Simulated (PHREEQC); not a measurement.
Make-up at 25 °C: 0.035 mol Al(NO3)3, 0.073 mol ZnCl2, 0.0013 mol ZnSO4 and 0.1 mol Zn(NO3)2 per kg of water. Closed to the air; pH follows from the charge balance.

Equilibrium calculation in PHREEQC: ion-association model, phreeqc.dat.

| quantity | before | after |
|---|---|---|
| pH | 3.51 | 3.64 |
| ZnCl+ (mol/kgw) | 0.0112 | 0.00374 |
| SI of Gibbsite (Al(OH)3) | -0.18 | +0.04 |

Task: Name the change that produced these shifts.
A. ZnCl2 from 0.073 to 0.0803 mol/kgw
B. ZnSO4 replaced by H2SO4 at the same molality
C. ZnCl2 from 0.073 to 0.146 mol/kgw
D. temperature from 25 to 65 °C
E. diluted 2-fold with water

Result: E, diluted 2-fold with water

This is a speciation only: nothing precipitates in the calculation. The ionic strength passes 0.7 mol/kgw, the rough limit of the ion-association models, in before.
